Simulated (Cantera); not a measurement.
A closed system holds: 1 mol Ti, 0.37 mol C₃H₈, 14 mol H₂, at 0.100 bar.

Method: chemical equilibrium by Gibbs-energy minimisation in Cantera with the NASA 1993 tables (ideal gas, pure condensed phases). Candidate condensed phases: C, C₆H₆, C₇H₈, C₈H₁₈, Ti, TiC; 77 gas species. TiC: taken at fixed stoichiometry. Equilibrium is a limit: real reactors are often held back by kinetics, nucleation or transport.

log p: log10 of the partial pressure in bar; n: condensed amount in mol.

| T (K) | log p H₂ | log p CH₄ | log p H | log p C₂H₂ (acetylene) | n C(graphite) | n TiC(s) |
|---|---|---|---|---|---|---|
| 1148 | -1.00 | ___ | -7.65 | -8.43 | 0.0734 | 1.00 |
| 1248 | -1.00 | ___ | -6.83 | -7.61 | 0.0928 | 1.00 |
| 1348 | -1.00 | ___ | -6.14 | -6.92 | 0.101 | 1.00 |
| 1448 | -1.00 | ___ | -5.54 | -6.32 | 0.105 | 1.00 |
| 1548 | -1.00 | ___ | -5.01 | -5.80 | 0.106 | 1.00 |
| 1648 | -1.00 | ___ | -4.55 | -5.35 | 0.107 | 1.00 |
| 1748 | -1.00 | ___ | -4.14 | -4.95 | 0.105 | 1.00 |
| 1848 | -1.00 | ___ | -3.78 | -4.59 | 0.101 | 1.00 |

Task: Fill in the missing entries.

Result: 
- 1148, log p CH₄: -3.63
- 1248, log p CH₄: -3.95
- 1348, log p CH₄: -4.23
- 1448, log p CH₄: -4.48
- 1548, log p CH₄: -4.69
- 1648, log p CH₄: -4.87
- 1748, log p CH₄: -5.04
- 1848, log p CH₄: -5.18
